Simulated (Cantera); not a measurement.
An isothermal, constant-pressure homogeneous reactor starts with H2 : O2 : N2 = 1.4 : 1 : 1.3 (molar parts), at 948 K and 0.987 atm.

Cantera simulation using GRI-Mech 3.0 (53 species, 325 reactions); the numbers are that mechanism's predictions, not measurements. Below about 950 K walls govern HO2 and H2O2 in real vessels. The temperature is held fixed by assumption; the heat of reaction is taken as removed at once.

One state of this run: x H2 = 0.330; x O2 = 0.248; x H2O = 0.0590; x H = 8.22e-7; x NO = 4.10e-10; x H2O2 = 0.00109; x O = 1.24e-7. x: mole fraction; the columns are a selection and need not sum to one.

Task: Which value of t (s) does it belong to?
A. 0.726
B. 0.0126
C. 0.0346
D. 0.000600

Result: C, 0.0346
